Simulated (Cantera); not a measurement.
Input (Python, Cantera):

```python
import numpy as np
import cantera as ct

gas = ct.Solution("gri30.yaml")
gas.TPX = 400, 101325, {'C3H8': 1, 'O2': 5.49, 'N2': 31.3, 'CO2': 2.7}
inlet = ct.Reservoir(gas, clone=True)
gas.equilibrate("HP")  # start burning
reactor = ct.IdealGasConstPressureReactor(gas, energy="on", clone=False)
exhaust = ct.Reservoir(gas, clone=True)
tau = [0.029, 0.012, 0.0051, 0.0021, 0.0009, 0.00038, 0.00016, 6.6e-05, 2.8e-05, 1.2e-05, 4.9e-06][0]
for a, b in ((inlet, reactor), (reactor, exhaust)):
    ct.MassFlowController(a, b, mdot=lambda t: reactor.mass / tau)
net = ct.ReactorNet([reactor])
show = ['C3H8', 'O2', 'CO2', 'C2H4', 'CH2O', 'N2O']

rows = []
print(f"{'tau/s':>10s}{'T/K':>9s}" + "".join(f"{s:>11s}" for s in show))
for tau in [0.029, 0.012, 0.0051, 0.0021, 0.0009, 0.00038, 0.00016, 6.6e-05, 2.8e-05, 1.2e-05, 4.9e-06]:
    net.initial_time = 0.0
    net.advance(30 * tau)
    before = gas.X
    net.advance(40 * tau)
    drift = np.max(np.abs(gas.X - before) / (gas.X + 1e-9))
    rows.append([gas.T, *gas[show].X, drift])
    print(f"{tau:10.3e}{gas.T:9.1f}" + "".join(f"{x:11.3e}" for x in gas[show].X))
```

Output:

```
     tau/s      T/K       C3H8         O2        CO2       C2H4       CH2O        N2O
 2.900e-02   1689.5  2.610e-06  1.469e-02  1.312e-01  8.272e-06  2.215e-06  2.306e-07
 1.200e-02   1663.4  4.721e-06  1.610e-02  1.285e-01  1.417e-05  4.029e-06  2.046e-07
 5.100e-03   1630.7  8.537e-06  1.788e-02  1.251e-01  2.443e-05  7.338e-06  1.808e-07
 2.100e-03   1587.8  1.677e-05  2.029e-02  1.207e-01  4.556e-05  1.440e-05  1.585e-07
 9.000e-04   1534.1  3.668e-05  2.370e-02  1.149e-01  9.541e-05  3.055e-05  1.370e-07
 3.800e-04    400.0  2.470e-02  1.356e-01  6.668e-02  6.443e-17  1.363e-17  1.435e-21
 1.600e-04    400.0  2.470e-02  1.356e-01  6.668e-02  3.428e-20  7.253e-21  7.636e-25
 6.600e-05    400.0  2.470e-02  1.356e-01  6.668e-02  2.166e-21  4.582e-22  4.823e-26
 2.800e-05    400.0  2.470e-02  1.356e-01  6.668e-02  1.368e-22  2.894e-23  3.047e-27
 1.200e-05    400.0  2.470e-02  1.356e-01  6.668e-02  8.640e-24  1.828e-24  1.925e-28
 4.900e-06    400.0  2.470e-02  1.356e-01  6.668e-02  5.458e-25  1.155e-25  1.216e-29
```

Detailed kinetics in Cantera: GRI-Mech 3.0 (53 species, 325 reactions). GRI-Mech 3.0 was tuned for natural gas; its chemistry of propane as a main component is partial and can be far from experiment.
